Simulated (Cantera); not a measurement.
Charge: 1 mol SiH₂Cl₂, 48 mol H₂, held at 850 K and 1.33 mbar.

Cantera equilibrium calculation (NASA polynomials, part measured and part estimated; ideal gas, pure solids and liquids). Candidate condensed phases: Si; 19 gas species. The tables' values for SiCl₃ are old estimates; treat these amounts as uncertain. Equilibrium is a limit: real reactors are often held back by kinetics, nucleation or transport.

Base state: H₂ 0.984, HCl 0.00719, SiCl₄ 0.00699, SiHCl₃ 0.00159, SiCl₃ 7.85e-5, SiCl₂ 6.25e-5, SiH₂Cl₂ 3.17e-5 (mole fractions); condensed: Si(s).

Task: What changes in the equilibrium state with this change: temperature from 850 K to 1175 K?

Result: 
| species | before | after |
|---|---|---|
| H₂ | 0.984 | 0.963 |
| HCl | 0.00719 | 0.0338 |
| SiCl₂ | 6.25e-5 | 0.00271 |
| SiCl₄ | 0.00699 | 5.74e-5 |
| SiHCl₃ | 0.00159 | 3.85e-5 |
| SiH₂Cl₂ | 3.17e-5 | 3.31e-6 |
| Si(s), mol | 0.566 | 0.853 |
